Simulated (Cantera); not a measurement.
Input: 1 mol FeS₂, 0.26 mol O₂, 3.9 mol H₂O, 2.8 mol SO₂, held at 0.100 bar.

Equilibrium computed with Cantera from the NASA thermochemical tables; the gas is ideal and each condensed phase is pure. Candidate condensed phases: Fe, FeO, Fe(OH)₂, Fe(OH)₃, FeS, FeSO₄, FeS₂, Fe₂O₃, Fe₂(SO₄)₃, Fe₃O₄, H₂O, H₂SO₄, S; 22 gas species. FeS: taken at fixed stoichiometry. Gases not in the tables: S₃ to S₇. Equilibrium is a limit: real reactors are often held back by kinetics, nucleation or transport. All values below are at 998 K.

Base state: H₂O 0.517, SO₂ 0.427, S₂ 0.0372, H₂S 0.0155, H₂ 0.00183, S₂O 0.00182, SO 3.27e-5 (mole fractions); condensed: FeS(s).

### Question
What changes in the equilibrium state with this change: pressure from 0.100 bar to 5.90 bar?

### Answer
```tsv
species	before	after
H₂O	0.517	0.505
SO₂	0.427	0.435
H₂S	0.0155	0.0307
S₂	0.0372	0.0249
H₂	0.00183	0.000577
SO	3.27e-5	1.08e-5
FeS(s), mol	1.00	1.00
```
